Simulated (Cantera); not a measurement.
An isothermal, constant-pressure homogeneous reactor starts with NO : N2 = 1 : 0.22 (molar parts), at 1648 K and 1.10 bar. Integrator tolerance rtol = 1e-08.

Cantera simulation using GRI-Mech 3.0 (53 species, 325 reactions); the numbers are that mechanism's predictions, not measurements.

Task: What does this change do: N2 0.22 to 0.072 parts?

Result: 
| quantity | before | after |
|---|---|---|
| x(NO) at 2.00 s | 0.687 (gas-phase equilibrium 0.00286) | 0.765 (gas-phase equilibrium 0.00290) |
| x(O2) at 2.00 s | 0.0651 (gas-phase equilibrium 0.408) | 0.0824 (gas-phase equilibrium 0.465) |
| x(O) at 2.00 s | 6.56e-6 (gas-phase equilibrium 1.55e-5) | 7.35e-6 (gas-phase equilibrium 1.66e-5) |
| x(N2) at 2.00 s | 0.246 (gas-phase equilibrium 0.589) | 0.150 (gas-phase equilibrium 0.532) |
| x(NO2) at 2.00 s | 0.00146 (gas-phase equilibrium 1.49e-5) | 0.00182 (gas-phase equilibrium 1.61e-5) |
